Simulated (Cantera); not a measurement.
**Boron, boron nitride and boron oxide: borazine + O₂ + H₂**

Charge: 1 mol borazine, 9.4 mol O₂, 180 mol H₂, equilibrated at 1550 K and 0.143 Torr.

These are equilibrium values from Cantera (NASA tables, ideal gas, pure condensed phases), not measurements of a reactor. Candidate condensed phases: B, BN, B₂O₃, B₃O₃H₃, H₂O; 39 gas species. The feed counts by its element totals alone. The numbers say what is thermodynamically allowed, not how fast it happens.

| Property | Result |
|---|---|
| x(H₂) | 0.905 |
| x(H₂O) | 0.0690 |
| x(HBO₂) | 0.0157 |
| x(N₂) | 0.00806 |
| x(H) | 0.00217 |
| x(HBO) | 0.000151 |
| x(B₂O₃) | 0.000149 |
| x(BO) | 8.82e-6 |
| x(OH) | 5.58e-6 |
| gas amount | 186.2 mol |
| log10 activity of B(s) (absent) | -7.01 |
| log10 activity of B₃O₃H₃(s) (absent) | -22.09 |
